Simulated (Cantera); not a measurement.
## Moist CO burnout

An isothermal, constant-pressure homogeneous reactor starts with CO : O₂ : H₂O : N₂ = 0.022 : 0.068 : 0.0043 : 1 (molar parts), at 1200 K and 12000 Pa.

Cantera simulation using GRI-Mech 3.0 (53 species, 325 reactions); the numbers are that mechanism's predictions, not measurements.

```tsv
t (s)	x CO	x O₂	x H₂O	x H₂O₂	x OH
0.000900	0.0201	0.0621	0.00393	<1e-12	3.34e-10
0.00156	0.0201	0.0621	0.00393	<1e-12	1.02e-9
0.00271	0.0201	0.0621	0.00393	<1e-12	3.60e-9
0.00469	0.0201	0.0621	0.00393	<1e-12	1.87e-8
0.00814	0.0201	0.0621	0.00393	6.78e-12	2.41e-7
0.0141	0.0199	0.0620	0.00391	2.41e-9	1.67e-5
0.0245	0.0129	0.0572	0.00331	2.85e-8	0.000230
0.0424	0.00309	0.0531	0.00346	4.20e-8	0.000236
0.0736	0.000706	0.0527	0.00384	3.61e-8	0.000122
0.128	0.000198	0.0526	0.00393	2.10e-8	6.26e-5
0.221	6.08e-5	0.0526	0.00395	9.94e-9	3.45e-5
0.384	1.92e-5	0.0526	0.00396	4.18e-9	1.99e-5
0.665	6.07e-6	0.0526	0.00396	1.67e-9	1.18e-5
1.15	1.90e-6	0.0526	0.00397	6.64e-10	7.14e-6
2.00	5.89e-7	0.0526	0.00397	2.71e-10	4.46e-6
```
x: mole fraction; the columns are a selection and need not sum to one.

Equilibrium at this temperature and pressure: CO 4.49e-9, O₂ 0.0526, H₂O 0.00397, H₂O₂ 7.55e-12, OH 7.19e-7 (gas phase only).
